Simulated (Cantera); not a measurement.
A Cantera script and what it prints.

```python
import numpy as np
import cantera as ct

gas_names = """
    F F2 N NF NF2 NF3 N2 Si SiF SiF2 SiF3 SiF4 SiN Si2 Si2N Si3
""".split()
cond_names = """
    Si(cr) Si(L) Si3N4(a)
""".split()


# ... load() reads the species with a 1 bar reference pressure and builds the phases ...
atoms = {
    'Si3N4': {'Si': 3, 'N': 4},
    'NF3': {'N': 1, 'F': 3},
    'N2': {'N': 2},
}
top_T = {'Si3N4(a)': 2400}  # K; cautious upper limits of use, not melting points


# ... equilibrate(T, P, feed) seeds the gas with the atoms and calls Mixture.equilibrate('TP', solver="vcs", rtol=1e-11, max_steps=5000) ...
results = []
feed = {'Si3N4': 1, 'NF3': 5.5, 'N2': 1.6}  # mol
P = 37000  # Pa
for T in [1075, 1150, 1225, 1300, 1375, 1450, 1525, 1600, 1675, 1750]:
    mix = equilibrate(T, P, feed)
    results.append((T, P, feed, dict(zip(mix.species_names, mix.species_moles))))

top = {s: max(r[3][s] / sum(r[3][g] for g in gas_names) for r in results) for s in gas_names}
cols = sorted((s for s in top if top[s] > 1e-06), key=lambda s: -top[s])[:7]
seen = [c for c in cond_names if any(r[3].get(c, 0) > 1e-12 for r in results)]
print("log10 of partial pressures in bar; condensed amounts in mol")
print(f"{'T/K':>10s}" + "".join(f"{s[:9]:>10s}" for s in cols + seen))
for T, P, feed, n in results:
    ng = sum(n[g] for g in gas_names)
    print(f"{T:10.4g}" + "".join(f"{np.log10(max(n[s] / ng * P / 1e5, 1e-99)):10.3f}" for s in cols)
          + "".join(f"{n.get(c, 0):10.4g}" for c in seen))
```

Result:

```
log10 of partial pressures in bar; condensed amounts in mol
       T/K        N2         F      SiF4        F2       NF3       NF2
      1075    -0.719    -1.377    -1.044    -1.338    -3.225    -5.960
      1150    -0.733    -1.187    -1.059    -1.484    -3.857    -6.003
      1225    -0.747    -1.063    -1.073    -1.696    -4.538    -6.125
      1300    -0.758    -0.992    -1.083    -1.962    -5.253    -6.310
      1375    -0.764    -0.955    -1.090    -2.254    -5.970    -6.527
      1450    -0.767    -0.938    -1.093    -2.546    -6.657    -6.752
      1525    -0.769    -0.929    -1.094    -2.825    -7.298    -6.969
      1600    -0.770    -0.925    -1.095    -3.085    -7.888    -7.173
      1675    -0.770    -0.923    -1.096    -3.326    -8.430    -7.362
      1750    -0.770    -0.922    -1.096    -3.548    -8.927    -7.536
```

Cantera equilibrium calculation (NASA polynomials, part measured and part estimated; ideal gas, pure solids and liquids).
